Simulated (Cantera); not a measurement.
## Silicon oxide and oxynitride deposition: HMDSO + O₃ + N₂

Input: 1 mol HMDSO, 6.6 mol O₃, 1.8 mol N₂, at 10.0 Torr.

Method: chemical equilibrium by Gibbs-energy minimisation in Cantera with the NASA 1993 tables (ideal gas, pure condensed phases). Candidate condensed phases: C, C₆H₆, C₇H₈, C₈H₁₈, H₂O, Si, SiC, SiO₂, Si₂N₂O, Si₃N₄; 151 gas species. The feed counts by its element totals alone. Equilibrium is a limit: real reactors are often held back by kinetics, nucleation or transport.

| T (K) | x H₂O | x CO₂ | x H₂ | x N₂ | x CO | n SiO₂(α-quartz) | n SiO₂(β-quartz) |
|---|---|---|---|---|---|---|---|
| 748 | 0.321 | 0.322 | 0.215 | 0.107 | 0.0348 | 2.00 | 0 |
| 773 | 0.326 | 0.317 | 0.210 | 0.107 | 0.0399 | 2.00 | 0 |
| 798 | 0.331 | 0.312 | 0.205 | 0.107 | 0.0451 | 2.00 | 0 |
| 823 | 0.336 | 0.307 | 0.200 | 0.107 | 0.0504 | 2.00 | 0 |
| 848 | 0.341 | 0.302 | 0.194 | 0.107 | 0.0556 | 0 | 2.00 |
| 873 | 0.346 | 0.296 | 0.189 | 0.107 | 0.0607 | 0 | 2.00 |
| 898 | 0.351 | 0.291 | 0.184 | 0.107 | 0.0657 | 0 | 2.00 |
| 923 | 0.356 | 0.287 | 0.179 | 0.107 | 0.0706 | 0 | 2.00 |
x: gas mole fraction; n: condensed amount in mol.

From 748 K to 823 K the condensed part is SiO₂(α-quartz). From 848 K to 923 K the condensed part is SiO₂(β-quartz).
